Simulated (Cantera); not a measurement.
Mixture: 6.37 % C₂H₄, 23.0 % O₂, 59.8 % N₂, 10.8 % CO₂, equivalence ratio 0.83, at 5.00 bar, adiabatic and at constant pressure. Ignition delay is the time to a rise of 400 K.

Detailed kinetics in Cantera: GRI-Mech 3.0 (53 species, 325 reactions). GRI-Mech 3.0 was tuned for natural gas; its chemistry of ethylene as a main component is partial and can be far from experiment. Where the delays flatten at high temperature, the 400 K rule measures the pace of heat release, not the induction time.

Problem. Predict: delay at 1298 K; delay at 1498 K; delay at 1698 K; delay at 1898 K; delay at 2098 K; apparent activation energy between 1898 and 2098 K.

Solution. 
```
Property                                               Result
--------------------------------------------------  ---------
delay at 1298 K                                       80.9 µs
delay at 1498 K                                       8.36 µs
delay at 1698 K                                       3.44 µs
delay at 1898 K                                       1.92 µs
delay at 2098 K                                       1.21 µs
apparent activation energy between 1898 and 2098 K  76 kJ/mol
```
